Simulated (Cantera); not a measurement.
Charge: 1 mol Si3N4, 1.8 mol F2, 13 mol H2, 1.2 mol Cl2, equilibrated at 798 K and 0.160 bar.

These are equilibrium values from Cantera (NASA tables, ideal gas, pure condensed phases), not measurements of a reactor. Candidate condensed phases: NH4Cl, Si, Si3N4; 49 gas species. Kinetics and transport are ignored.

Base state: H2 0.758, HCl 0.142, SiF4 0.0573, N2 0.0401, SiCl4 0.00280, NH3 6.45e-5, HF 4.98e-5, SiHF3 2.92e-5 (mole fractions); condensed: Si3N4(s).

Question: What changes in the equilibrium state with this change: temperature from 798 K to 1123 K?

Answer: 
| species | before | after |
|---|---|---|
| H2 | 0.758 | 0.753 |
| HCl | 0.142 | 0.149 |
| SiF4 | 0.0573 | 0.0566 |
| SiCl4 | 0.00280 | 0.000813 |
| N2 | 0.0401 | 0.0388 |
| SiF3 | 1.47e-8 | 4.97e-5 |
| SiCl3 | 2.52e-8 | 1.44e-5 |
| SiHF3 | 2.92e-5 | 0.000593 |
| HF | 4.98e-5 | 0.000930 |
| Si3N4(s), mol | 0.685 | 0.696 |
The tables' values for SiF3, SiCl3 are old estimates; treat these amounts as uncertain.
